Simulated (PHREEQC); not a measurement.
Make-up at 25 °C: 0.14 mol/kgw H2SO4 and 0.049 mol/kgw Fe(NO3)3. Closed to the air; pH follows from the charge balance.

All values are PHREEQC results (ion-association model, wateq4f.dat), not measurements.

```yaml
pH: 0.85
ionic_strength: 0.304 mol/kgw
activity_of_water: 0.992
total_alkalinity: -378 meq/kg
```

| species | molality | activity | log γ |
|---|---|---|---|
| H+ | 0.182 | 0.142 | -0.107 |
| NO3- | 0.147 | 0.0966 | -0.182 |
| HSO4- | 0.0770 | 0.0539 | -0.155 |
| FeSO4+ | 0.0225 | 0.0160 | -0.148 |
| FeHSO4+2 | 0.0211 | 0.00610 | -0.539 |
| SO4-2 | 0.0156 | 0.00390 | -0.603 |
| Fe+3 | 0.00344 | 0.000375 | -0.962 |

This is a speciation only: nothing precipitates in the calculation. Examples of supersaturated solids here: Hematite (slow to form), Goethite (slow to form). Others may be too.
